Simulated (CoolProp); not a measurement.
C3F8 (R218) along the isobar 2950 kPa: fugacity coefficient from the reference equation and from simpler models built on Tc = 345.0 K, pc = 2640 kPa, ω = 0.317; each cubic takes its own stable root.

Model: reference Helmholtz-energy equation of state, Lemmon 2006, in CoolProp. It is a short technical equation, of lower accuracy than the large ones.

```csv
T (K),phase,reference,van der Waals,Redlich-Kwong,Soave-Redlich-Kwong
326.4,liquid,0.4654,0.5599,0.5016,0.4753
335.1,liquid,0.5320,0.5999,0.5551,0.5410
343.8,liquid,0.5984,0.6384,0.6064,0.6048
352.6,supercritical,0.6558,0.6739,0.6514,0.6582
361.3,supercritical,0.6913,0.7002,0.6813,0.6923
370.1,supercritical,0.7202,0.7208,0.7058,0.7207
378.8,supercritical,0.7446,0.7385,0.7268,0.7452
387.5,supercritical,0.7661,0.7543,0.7456,0.7670
396.3,supercritical,0.7855,0.7688,0.7628,0.7869
405,supercritical,0.8028,0.7819,0.7783,0.8048
413.8,supercritical,0.8186,0.7941,0.7926,0.8213
422.5,supercritical,0.8328,0.8053,0.8056,0.8362
431.3,supercritical,0.8460,0.8157,0.8177,0.8501
440,supercritical,0.8579,0.8254,0.8288,0.8627
```
